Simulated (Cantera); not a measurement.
A closed system holds: 1 mol Si₃N₄, 63 mol HCl, at 2000 K and 13.3 mbar.

Cantera equilibrium calculation (NASA polynomials, part measured and part estimated; ideal gas, pure solids and liquids). Candidate condensed phases: NH₄Cl, Si, Si₃N₄; 28 gas species. The tables' values for SiCl₃, SiCl are old estimates; treat these amounts as uncertain. Equilibrium is a limit: real reactors are often held back by kinetics, nucleation or transport.

Base state: HCl 0.823, H₂ 0.0630, SiCl₂ 0.0413, Cl 0.0344, N₂ 0.0303, SiCl₃ 0.00360, H 0.00353, SiCl₄ 0.000360 (mole fractions); condensed: gas only.

**Question.** What changes in the equilibrium state with this change: pressure from 13.3 mbar to 1.40 mbar?

**Answer.** 
```csv
species,before,after
HCl,0.823,0.748
Cl,0.0344,0.0853
H₂,0.0630,0.0807
H,0.00353,0.0123
N₂,0.0303,0.0293
SiCl₂,0.0413,0.0426
Si,5.24e-6,7.97e-5
SiCl₄,0.000360,2.51e-5
SiHCl₃,1.07e-5,1.06e-6
SiCl,5.90e-5,0.000234
SiCl₃,0.00360,0.000965
```
